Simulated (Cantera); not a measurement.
Feed: 1 mol FeS₂, 0.61 mol SO₃, 6.1 mol N₂, equilibrated at 1425 K and 40.0 mbar.

These are equilibrium values from Cantera (NASA tables, ideal gas, pure condensed phases), not measurements of a reactor. Candidate condensed phases: Fe, FeO, FeS, FeSO₄, FeS₂, Fe₂O₃, Fe₂(SO₄)₃, Fe₃O₄, S; 19 gas species. Metal and sulfide melt together well below either melting point, which pure phases cannot show. Mutual solubility and eutectic melting of coexisting phases are not modelled. The tables' stoichiometric FeO is somewhat more stable than real wüstite, so its field is too wide. FeO, FeS: taken at fixed stoichiometry. Kinetics and transport are ignored.

Base state: N₂ 0.823, SO₂ 0.110, S₂ 0.0635, SO 0.00192, S₂O 0.000954, S 2.05e-5 (mole fractions); condensed: FeO(s) + FeS(s).

Task: What changes in the equilibrium state with this change: 0.013 mol H₂ added?

Result: 
| species | before | after |
|---|---|---|
| N₂ | 0.823 | 0.822 |
| SO₂ | 0.110 | 0.110 |
| S₂ | 0.0635 | 0.0632 |
| H₂O | 0 | 0.00151 |
| H₂ | 0 | 0.000176 |
| H₂S | 0 | 4.73e-5 |
| FeO(s), mol | 0.175 | 0.171 |
| FeS(s), mol | 0.825 | 0.829 |
Further candidate phases: Fe(OH)₂, Fe(OH)₃, H₂O, H₂SO₄.
